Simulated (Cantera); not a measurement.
Input: 1 mol B, 0.26 mol O₂, 18 mol N₂, 9.6 mol NH₃, at 0.133 bar.

Cantera equilibrium calculation (NASA polynomials, part measured and part estimated; ideal gas, pure solids and liquids). Candidate condensed phases: B, BN, B₂O₃, B₃O₃H₃, H₂O; 39 gas species. Mutual solubility and eutectic melting of coexisting phases are not modelled. Gases not in the tables: H₃BO₃. Equilibrium is a limit: real reactors are often held back by kinetics, nucleation or transport.

Q: Which condensed phases are stable at each of these points (T (K)): 1200, 1250, 1300, 1350, 1400, 1450, 1500, 1550, 1600, 1650, 1700, 1750, 1800, 1850?

A: 
```csv
T (K),condensed phases,B condensed (%)
1200,BN(s) + B₂O₃(l),99.7
1250,BN(s) + B₂O₃(l),99.3
1300,BN(s) + B₂O₃(l),98.8
1350,BN(s) + B₂O₃(l),97.8
1400,BN(s) + B₂O₃(l),96.1
1450,BN(s) + B₂O₃(l),93.3
1500,BN(s) + B₂O₃(l),88.5
1550,BN(s) + B₂O₃(l),80.2
1600,BN(s),71.7
1650,BN(s),69.4
1700,BN(s),66.9
1750,BN(s),64.0
1800,BN(s),60.9
1850,BN(s),57.8
```

From 1200 K to 1550 K the condensed part is BN(s) + B₂O₃(l). From 1600 K to 1850 K the condensed part is BN(s). The share of B in condensed phases is highest at 1200 K (99.7 %) and lowest at 1850 K (57.8 %).
